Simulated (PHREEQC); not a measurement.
Solution (25 °C): 4.7 mmol/kgw H3BO3, 1.4 mmol/kgw NaOH and 1.7 mmol/kgw LiCl. It is in equilibrium with CO2 at log p = -3.4 (atm). Otherwise closed; pH follows from the charge balance.

Computed with PHREEQC (ion-association model, phreeqc.dat).

Each row changes one thing in this solution. Precipitation was switched off in this run.

| case | pH | ionic strength (mol/kgw) | H3BO3 (mol/kgw) | H2BO3- (mol/kgw) | CO3-2 (mol/kgw) |
|---|---|---|---|---|---|
| as made | 8.19 | 0.00311 | 0.00430 | 0.000402 | 8.39e-6 |
| 0.00016 mol/kgw TMAH added | 8.23 | 0.00327 | 0.00426 | 0.000445 | 1.05e-5 |
| H3BO3 from 0.0047 to 0.0094 mol/kgw | 8.07 | 0.00310 | 0.00877 | ___ | 4.99e-6 |
| LiCl left out | 8.19 | 0.00141 | 0.00430 | 0.000402 | 8.10e-6 |
| NaOH left out | 5.53 | 0.00170 | 0.00470 | 9.57e-7 | ___ |
| diluted 5-fold with water | ___ | 0.000620 | 0.000918 | ___ | 5.40e-7 |

Task: Some entries are withheld; supply them.

Result: 
- H3BO3 from 0.0047 to 0.0094 mol/kgw, H2BO3- (mol/kgw): 0.000633
- NaOH left out, CO3-2 (mol/kgw): 3.86e-11
- diluted 5-fold with water, pH: 7.62
- diluted 5-fold with water, H2BO3- (mol/kgw): 2.25e-5

Complexes and solids missing from the database can't appear. (CH3)4N+ isn't in the database: it is added as a free cation with an ion size of 4 Å.
